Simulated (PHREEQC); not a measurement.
PHREEQC input (ion-association model, phreeqc.dat):

```
SOLUTION 0
  temp 40
  units mmol/kgw
  pH 7 charge
  Cl 0.598
  Pb 0.094
  Li 0.4
  O(0) 1 O2(g) -0.68
SOLUTION 1-30
  temp 40
  units mmol/kgw
  pH 7 charge
  Br 68
  K 68
  Cl 0.01
  O(0) 1 O2(g) -0.68
END
EXCHANGE 1-30
  X 0.0002
  -equilibrate 1
END
SELECTED_OUTPUT 1
  -reset false
  -pH true
  -pe true
  -ionic_strength true
  -water true
  -step true
  -totals Br Cl K Li Pb
  -molalities KX PbX2 LiX
  -saturation_indices Sylvite Pb(OH)2
PRINT
  -reset false
TRANSPORT
  -cells 30
  -shifts 90
  -lengths 0.0333333
  -time_step 3600
  -dispersivities 0.035
  -boundary_conditions flux flux
  -correct_disp true
  -punch_cells 30
  -punch_frequency 3
END
```

Selected output (columns that matter, 14 of 31 rows; pore volumes added in front):

```
pore volumes	pH	mu	Br	Cl	K	Li	Pb	m_PbX2	m_LiX	si_Sylvite	si_Pb(OH)2
0	5.0767	0.06801	0.068	1e-05	0.068	0	0	0	0	-7.3457	-1000
0.2167	5.0767	0.06801	0.068	1e-05	0.068	2.1307e-17	3.3313e-19	1.2515e-21	1.1611e-20	-7.3457	-16.858
0.5167	5.0766	0.067509	0.067494	1.4372e-05	0.067495	2.9483e-06	5.607e-07	2.1452e-09	1.6187e-09	-7.1909	-4.6297
0.7167	5.0736	0.059382	0.059299	8.5237e-05	0.059306	5.0798e-05	8.7137e-06	4.574e-08	3.1721e-08	-6.4641	-3.4018
0.9167	5.0648	0.039542	0.039287	0.00025829	0.039326	0.00016742	2.0556e-05	2.9121e-07	1.5717e-07	-6.1322	-2.9186
1.2167	5.0446	0.013466	0.012978	0.00048578	0.013111	0.00031935	1.1481e-05	2.0755e-06	8.7988e-07	-6.2739	-2.9272
1.4167	5.0316	0.0055182	0.0049617	0.0005551	0.005137	0.00036442	2.6682e-06	3.7313e-06	2.4979e-06	-6.5877	-3.4218
1.6167	5.0217	0.0022745	0.0016908	0.00058338	0.001881	0.00038238	3.81e-07	4.2784e-06	6.9489e-06	-6.9782	-4.1814
1.8167	5.0158	0.001125	0.00053158	0.0005934	0.00072228	0.00039259	6.0888e-08	4.3655e-06	1.75e-05	-7.3731	-4.9371
2.1167	5.0095	0.00072407	8.4533e-05	0.00059727	0.00017354	0.00040737	4.5445e-05	9.4952e-05	3.0599e-06	-7.984	-2.0527
2.3167	5.0065	0.00069938	2.3649e-05	0.0005978	4.4029e-05	0.00040116	8.313e-05	9.82e-05	2.2613e-06	-8.5796	-1.794
2.5167	5.0058	0.00068994	6.4375e-06	0.00059794	1.1975e-05	0.00040028	9.1064e-05	9.8745e-05	2.1607e-06	-9.145	-1.7549
2.8167	5.0056	0.00068684	8.8034e-07	0.00059799	1.7107e-06	0.00040004	9.356e-05	9.891e-05	2.1318e-06	-9.9901	-1.7433
3.0167	5.0055	0.0006865	2.2932e-07	0.000598	4.6462e-07	0.00040001	9.3875e-05	9.8929e-05	2.1282e-06	-10.556	-1.7419
```

Species that the database lacks are ignored. Constants without temperature data keep their 25 °C values here.
